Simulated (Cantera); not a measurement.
**Silicon carbide growth: Si(CH3)4 + HCl + H2**

Input: 1 mol Si(CH3)4, 3.4 mol HCl, 1200 mol H2, at 2.70 mbar.

Cantera equilibrium calculation (NASA polynomials, part measured and part estimated; ideal gas, pure solids and liquids). Candidate condensed phases: C, C6H6, C7H8, C8H18, Si, SiC; 109 gas species. The numbers say what is thermodynamically allowed, not how fast it happens.

| T (°C) | x H2 | x H | x HCl | x C2H2 (acetylene) | x Si | x Cl | x SiC2 | x SiH | n C(graphite) | n SiC(s) |
|---|---|---|---|---|---|---|---|---|---|---|
| 1250 | 0.997 | 0.000444 | 0.00281 | 1.18e-5 | 5.32e-8 | 1.00e-6 | 1.13e-10 | 8.06e-9 | 2.96 | 1.000 |
| 1300 | 0.996 | 0.000781 | 0.00281 | 2.06e-5 | 1.95e-7 | 1.75e-6 | 6.17e-10 | 2.43e-8 | 2.94 | 0.999 |
| 1350 | 0.996 | 0.00133 | 0.00281 | 3.47e-5 | 6.58e-7 | 2.95e-6 | 3.03e-9 | 6.85e-8 | 2.91 | 0.999 |
| 1400 | 0.995 | 0.00219 | 0.00280 | 5.67e-5 | 2.07e-6 | 4.81e-6 | 1.35e-8 | 1.81e-7 | 2.86 | 0.997 |
| 1450 | 0.994 | 0.00350 | 0.00280 | 8.99e-5 | 6.07e-6 | 7.63e-6 | 5.53e-8 | 4.52e-7 | 2.79 | 0.991 |
| 1500 | 0.992 | 0.00545 | 0.00279 | 0.000139 | 1.68e-5 | 1.18e-5 | 2.08e-7 | 1.07e-6 | 2.68 | 0.976 |
| 1550 | 0.989 | 0.00829 | 0.00278 | 0.000209 | 4.38e-5 | 1.78e-5 | 7.28e-7 | 2.42e-6 | 2.55 | 0.939 |
| 1600 | 0.984 | 0.0123 | 0.00277 | 0.000307 | 0.000108 | 2.62e-5 | 2.38e-6 | 5.21e-6 | 2.39 | 0.851 |
| 1650 | 0.979 | 0.0179 | 0.00274 | 0.000442 | 0.000256 | 3.78e-5 | 7.29e-6 | 1.08e-5 | 2.25 | 0.647 |
| 1700 | 0.970 | 0.0256 | 0.00272 | 0.000622 | 0.000579 | 5.35e-5 | 2.11e-5 | 2.14e-5 | 2.21 | 0.193 |
| 1750 | 0.960 | 0.0358 | 0.00268 | 0.000857 | 0.000722 | 7.43e-5 | 3.32e-5 | 2.36e-5 | 1.78 | 0 |
| 1800 | 0.946 | 0.0492 | 0.00264 | 0.00116 | 0.000723 | 0.000101 | 4.15e-5 | 2.10e-5 | 1.00 | 0 |
x: gas mole fraction; n: condensed amount in mol.

From 1250 °C to 1700 °C the condensed part is C(graphite) + SiC(s). From 1750 °C to 1800 °C the condensed part is C(graphite). The main Si-bearing gas is SiCl2 at 1250 °C and Si at 1800 °C.
